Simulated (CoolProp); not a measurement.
Vapour-liquid equilibrium of CH2F2 (R32) (1) + R1234ze(E) (2) at 238.7 K; x and y are mole fractions of (1).

Model: multi-fluid Helmholtz-energy mixture model, Tillner-Roth 1997 and Thol 2016; pair parameters Bell 2023, in CoolProp.

### Question
Give the bubble pressure and the first vapour's composition at x = 0.35, 0.55, 0.65. Is there an azeotrope?

### Answer
x = 0.35: 0.1235 MPa, y = 0.723; x = 0.55: 0.1567 MPa, y = 0.836; x = 0.65: 0.1720 MPa, y = 0.878. No azeotrope shows between x = 0.05 and 0.95.

Pair parameters are fitted to limited data, so mixtures are less certain than the pure fluids.
